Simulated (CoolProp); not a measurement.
A simple Rankine cycle with water: condensing at 328.15 K, boiler at 5.19 MPa, turbine inlet 579.4 K, turbine efficiency 0.85, pump efficiency 0.7, no recuperator. Each further row changes one setting.

Computed with CoolProp (reference Helmholtz-energy equation of state, Wagner 2002).

```csv
case,thermal efficiency (%),net work (kJ/kg),heat in (kJ/kg),turbine exit temperature (K),volume ratio over the turbine
as stated,28.7,774,2700,328.1,176
turbine inlet 599.4 K,28.9,797,2760,328.1,169
condensing temperature 320.15 K,29.7,812,2730,320.1,252
boiler pressure 3.63 MPa,27.4,755,2760,328.1,121
turbine efficiency 0.75,25.3,682,2700,328.1,184
```

The expansion ends wet for: as stated; turbine inlet 599.4 K; condensing temperature 320.15 K; boiler pressure 3.63 MPa; turbine efficiency 0.75.
